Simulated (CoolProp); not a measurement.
R113 along the isobar 21.8 bar: density (kg/m³) from the reference equation and from simpler models built on Tc = 214.1 °C, pc = 33.92 bar, ω = 0.253; each cubic takes its own stable root.

The numbers come from the reference Helmholtz-energy equation of state, Marx 1992 in CoolProp.

```
T (°C)   phase  reference  van der Waals  Redlich-Kwong  Soave-Redlich-Kwong  Peng-Robinson
------  ------  ---------  -------------  -------------  -------------------  -------------
10.25   liquid       1603          991.4           1454                 1493           1682
37.25   liquid       1540          956.6           1393                 1437           1622
64.35   liquid          ?          918.0           1325                 1373           1552
91.45   liquid       1403          874.4           1248                 1299              ?
118.55  liquid       1325          823.2           1160                 1212           1373
145.65  liquid       1233          758.6           1052                 1105           1251
172.65  liquid       1114          165.6              ?                958.5           1084
199.75     gas      151.1          141.2          148.9                150.4          155.6
226.85     gas      128.6          125.6          129.1                128.4          132.1
```

### Question
What belongs in the gaps?

### Answer

- 64.35, reference: 1474
- 91.45, Peng-Robinson: 1471
- 172.65, Redlich-Kwong: 906.3

At some of these states van der Waals gives the other phase, because its saturation line lies elsewhere.
